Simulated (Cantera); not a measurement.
An isothermal, constant-pressure homogeneous reactor starts with H2 : O2 : N2 = 1.6 : 1 : 7.3 (molar parts), at 850 K and 25000 Pa. Integrator tolerance rtol = 1e-08.

Model: GRI-Mech 3.0 (53 species, 325 reactions), integrated in Cantera. Below about 950 K walls govern HO2 and H2O2 in real vessels. The temperature is held fixed by assumption; the heat of reaction is taken as removed at once.

Task: What does this change do: O2 1 to 0.6 parts?

Result: 
```
quantity                                            before                                     after
----------------  ----------------------------------------  ----------------------------------------
x(H2) at 3.00 s    0.0617 (gas-phase equilibrium 1.10e-12)     0.0511 (gas-phase equilibrium 0.0449)
x(O2) at 3.00 s      0.0521 (gas-phase equilibrium 0.0220)    0.00316 (gas-phase equilibrium <1e-12)
x(H) at 3.00 s      9.38e-8 (gas-phase equilibrium <1e-12)  9.85e-8 (gas-phase equilibrium 8.74e-12)
x(HO2) at 3.00 s  1.01e-5 (gas-phase equilibrium 9.56e-12)    1.45e-6 (gas-phase equilibrium <1e-12)
x(OH) at 3.00 s    7.02e-9 (gas-phase equilibrium 3.92e-9)   8.55e-10 (gas-phase equilibrium <1e-12)
x(NO2) at 3.00 s   2.21e-8 (gas-phase equilibrium 4.39e-8)    1.41e-8 (gas-phase equilibrium <1e-12)
x(N2O) at 3.00 s  1.56e-9 (gas-phase equilibrium 7.37e-11)    1.75e-9 (gas-phase equilibrium <1e-12)
```
